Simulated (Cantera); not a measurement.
## Ignition delay

Mixture: CH₄ : H₂ : O₂ : N₂ = 1 : 1.2 : 6.34 : 23.8 (molar parts), equivalence ratio 0.41, at 24.0 bar, adiabatic and at constant pressure. Ignition delay is the time to a rise of 400 K.

Computed with Cantera and GRI-Mech 3.0 (53 species, 325 reactions). The pressure lies above the range GRI-Mech 3.0 was tuned for (to about 10 atm). Below about 1000 K GRI-Mech 3.0 lacks low-temperature oxidation paths. Below about 950 K walls govern HO2 and H2O2 in real vessels.

```csv
T0 (K),delay (ms)
873,340
923,83.3
973,23.9
1023,7.75
1073,2.76
1123,1.06
1173,0.433
```

The apparent activation energy between 1073 and 1173 K is 190 kJ/mol.
